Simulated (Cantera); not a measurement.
A closed system holds: 1 mol PbO, 1.8 mol CH₄, 0.34 mol CO, equilibrated at 1998.15 K and 0.150 bar.

Method: chemical equilibrium by Gibbs-energy minimisation in Cantera with the NASA 1993 tables (ideal gas, pure condensed phases). Candidate condensed phases: C, C₆H₆, C₇H₈, C₈H₁₈, H₂O, Pb, PbO, PbO₂, Pb₃O₄; 113 gas species. The numbers say what is thermodynamically allowed, not how fast it happens.

Base state: H₂ 0.603, CO 0.225, Pb 0.168, H 0.00322, C₂H₂ (acetylene) 0.000458, CH₄ 2.33e-5, Pb₂ 2.07e-5 (mole fractions); condensed: C(graphite).

### Question
What changes in the equilibrium state with this change: temperature from 1998.15 K to 900 K?

### Answer
| species | before | after |
|---|---|---|
| H₂ | 0.603 | 0.708 |
| CO | 0.225 | 0.190 |
| H₂O | 2.41e-6 | 0.0489 |
| Pb | 0.168 | 9.12e-6 |
| CO₂ | 1.96e-7 | 0.0302 |
| CH₄ | 2.33e-5 | 0.0234 |
| H | 0.00322 | <1e-9 |
| C₂H₂ (acetylene) | 0.000458 | <1e-9 |
| Pb₂ | 2.07e-5 | <1e-9 |
| C(graphite), mol | 0.794 | 1.05 |
| Pb(l), mol | 0 | 1.000 |
